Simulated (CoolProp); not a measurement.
Vapour-liquid equilibrium of toluene (1) + n-nonane (2) at 148.05 °C; x and y are mole fractions of (1).

Values from CoolProp's multi-fluid Helmholtz-energy mixture model, Lemmon 2006 and Lemmon 2006; pair parameters Bell 2016.

| x | bubble pressure (kPa) | y at the bubble point | dew pressure at overall composition x (kPa) | liquid density (mol/L) |
|---|---|---|---|---|
| 0.05 | 105.2 | 0.143 | 97.82 | 4.868 |
| 0.15 | 126.5 | 0.353 | 105.8 | 5.082 |
| 0.25 | 146.6 | 0.499 | 115.1 | 5.314 |
| 0.35 | 165.4 | 0.606 | 126.2 | 5.567 |
| 0.45 | 182.8 | 0.690 | 139.3 | 5.844 |
| 0.55 | 199.0 | 0.759 | 155.1 | 6.150 |
| 0.65 | 214.2 | 0.818 | 174.2 | 6.488 |
| 0.75 | 228.7 | 0.872 | 196.8 | 6.865 |
| 0.85 | 242.7 | 0.923 | 222.8 | 7.287 |
| 0.95 | 256.5 | 0.974 | 250.1 | 7.762 |

No azeotrope shows between x = 0.05 and 0.95.

Pair parameters are fitted to limited data, so mixtures are less certain than the pure fluids.
